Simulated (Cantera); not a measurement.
Cantera run:

```python
import numpy as np
import cantera as ct

gas_names = """
    F FO FO2 F2 F2O H HF HOF HO2 H2 H2F2 H2O H2O2 H3F3 H4F4 H5F5 H6F6 H7F7 O OH O2 O3 Si SiF SiF2 SiF3
    SiF4 SiH SiHF3 SiH2 SiH2F2 SiH3 SiH3F SiH4 SiO SiO2 Si2 Si3
""".split()
cond_names = """
    H2O(s) H2O(L) Si(cr) Si(L) SiO2(Lqz) SiO2(hqz) SiO2(L)
""".split()


# ... load() reads the species with a 1 bar reference pressure and builds the phases ...
atoms = {
    'SiF4': {'Si': 1, 'F': 4},
    'O3': {'O': 3},
    'H2': {'H': 2},
}
top_T = {}  # K; cautious upper limits of use, not melting points


# ... equilibrate(T, P, feed) seeds the gas with the atoms and calls Mixture.equilibrate('TP', solver="vcs", rtol=1e-11, max_steps=5000) ...
results = []
feed = {'SiF4': 1, 'O3': 0.61, 'H2': 4}  # mol
T = 1825  # K
P = 14  # Pa
mix = equilibrate(T, P, feed)
results.append((T, P, feed, dict(zip(mix.species_names, mix.species_moles))))
x = sorted(zip(gas.X, gas.species_names), reverse=True)
print(f"T = {T:g} K  P = {P:g} Pa  gas = {mix.phase_moles(0):.4g} mol")
print("   x: " + "  ".join(f"{s} {v:.3e}" for v, s in x if v > 1e-06))
print("   condensed (mol): " + ("  ".join(f"{mix.phase(i).name} {mix.phase_moles(i):.4g}"
      for i in range(1, mix.n_phases) if mix.phase_moles(i) > 1e-12) or "none"))
```

Output:

```
T = 1825 K  P = 14 Pa  gas = 6.659 mol
   x: HF 6.004e-01  H2 2.274e-01  SiO 8.984e-02  H2O 6.413e-02  H 1.775e-02  OH 3.499e-04  SiO2 6.601e-05  SiF4 5.110e-05  SiF3 3.837e-05  O 2.098e-05  SiF2 1.026e-05  F 8.844e-06  O2 2.610e-06
   condensed (mol): SiO2(L) 0.4007
```

Method: chemical equilibrium by Gibbs-energy minimisation in Cantera with the NASA 1993 tables (ideal gas, pure condensed phases). The tables' values for SiO2, SiF3, SiF2 are old estimates; treat these amounts as uncertain. The tables hold silica as quartz up to 1696 K and as liquid above; real silica turns to tridymite and cristobalite and melts near 1996 K.
